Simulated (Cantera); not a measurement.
A perfectly stirred reactor is fed with N₂O : H₂ : N₂ = 1 : 0.03 : 2.7 (molar parts), at 101000 Pa; it is held at 1025 K, and followed from long to short residence time.

Computed with Cantera and GRI-Mech 3.0 (53 species, 325 reactions). GRI-Mech 3.0 was tuned for natural gas; its chemistry of N2O as a main component is partial and can be far from experiment. The mechanism lacks the step 2 NO + O2 → 2 NO2, which can matter for NO2 below about 1400 K. The temperature is held fixed by assumption; the heat of reaction is taken as removed at once.

Predict: x(N₂O) at τ = 2.50 s; x(H₂) at τ = 2.50 s; x(H) at τ = 2.50 s; x(NO₂) at τ = 2.50 s; x(H₂O₂) at τ = 2.50 s; x(N₂O) at τ = 0.140 s; x(H₂) at τ = 0.140 s; x(H) at τ = 0.140 s; x(NO₂) at τ = 0.140 s; x(H₂O₂) at τ = 0.140 s.


```
Quantity                   Value
----------------------  --------
x(N₂O) at τ = 2.50 s       0.252
x(H₂) at τ = 2.50 s     0.000135
x(H) at τ = 2.50 s       2.48e-8
x(NO₂) at τ = 2.50 s     9.54e-6
x(H₂O₂) at τ = 2.50 s    8.23e-9
x(N₂O) at τ = 0.140 s      0.261
x(H₂) at τ = 0.140 s     0.00145
x(H) at τ = 0.140 s      4.11e-7
x(NO₂) at τ = 0.140 s    4.26e-7
x(H₂O₂) at τ = 0.140 s   1.88e-8
```
